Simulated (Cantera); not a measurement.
A closed system holds: 1 mol SiO2, 0.46 mol Si, 3.9 mol N2, held at 0.460 bar.

Equilibrium computed with Cantera from the NASA thermochemical tables; the gas is ideal and each condensed phase is pure. Candidate condensed phases: Si, SiO2, Si2N2O, Si3N4; 16 gas species. The tables hold silica as quartz up to 1696 K and as liquid above; real silica turns to tridymite and cristobalite and melts near 1996 K. Kinetics and transport are ignored. All values below are at 2025 K.

Base state: N2 0.809, SiO 0.191 (mole fractions); condensed: SiO2(l).

### Question
What changes in the equilibrium state with this change: Si from 0.46 to 0.024 mol?

### Answer
| species | before | after |
|---|---|---|
| N2 | 0.809 | 0.988 |
| SiO | 0.191 | 0.0122 |
| SiO2(l), mol | 0.540 | 0.976 |

### Question
What changes in the equilibrium state with this change: Si from 0.46 to 0.0048 mol?

### Answer
```tsv
species	before	after
N2	0.809	0.998
SiO	0.191	0.00246
SiO2(l), mol	0.540	0.995
```
